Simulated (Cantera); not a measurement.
**Equilibrium for carbothermic reduction: Fe₃O₄ + C + H₂ + CO**

Feed: 1 mol Fe₃O₄, 0.42 mol C, 2.1 mol H₂, 2 mol CO, at 2400 Pa.

Method: chemical equilibrium by Gibbs-energy minimisation in Cantera with the NASA 1993 tables (ideal gas, pure condensed phases). Candidate condensed phases: C, C₆H₆, C₇H₈, C₈H₁₈, Fe, Fe(CO)₅, FeO, Fe(OH)₂, Fe(OH)₃, Fe₂O₃, Fe₃O₄, H₂O; 114 gas species. The tables' stoichiometric FeO is somewhat more stable than real wüstite, so its field is too wide. FeO: taken at fixed stoichiometry. The numbers say what is thermodynamically allowed, not how fast it happens.

```
T (K)  log p CO  log p Fe  log p H₂  log p H₂O  log p CO₂  log p H  log p FeO  log p OH  log p O₂  log p O  n FeO(l)
-----  --------  --------  --------  ---------  ---------  -------  ---------  --------  --------  -------  --------
2148      -1.97     -2.79     -2.17      -2.47      -2.97    -3.47      -4.65     -4.66     -6.77    -6.10      2.66
2198      -1.98     -2.67     -2.22      -2.43      -2.92    -3.36      -4.40     -4.44     -6.33    -5.74      2.54
2248      -2.01     -2.56     -2.27      -2.40      -2.87    -3.27      -4.16     -4.22     -5.88    -5.38      2.39
2298      -2.04     -2.47     -2.33      -2.36      -2.81    -3.19      -3.93     -4.01     -5.44    -5.03      2.21
2348      -2.07     -2.39     -2.41      -2.34      -2.76    -3.11      -3.71     -3.81     -4.99    -4.68      2.00
2398      -2.11     -2.32     -2.50      -2.32      -2.70    -3.05      -3.51     -3.61     -4.55    -4.34      1.75
2448      -2.15     -2.27     -2.60      -2.32      -2.66    -3.00      -3.31     -3.43     -4.11    -4.01      1.45
2498      -2.21     -2.21     -2.72      -2.33      -2.62    -2.96      -3.12     -3.26     -3.69    -3.69      1.03
2548      -2.29     -2.16     -2.86      -2.38      -2.62    -2.94      -2.94     -3.12     -3.30    -3.39     0.378
2598      -2.32     -2.14     -2.91      -2.44      -2.66    -2.88      -2.89     -3.04     -3.11    -3.19         0
```
log p: log10 of the partial pressure in bar; n: condensed amount in mol.

From 2148 K to 2548 K the condensed part is FeO(l). At 2598 K nothing is condensed. The main Fe-bearing gas is Fe throughout. The share of Fe in condensed phases is highest at 2148 K (88.8 %) and lowest at 2598 K (0.0 %).
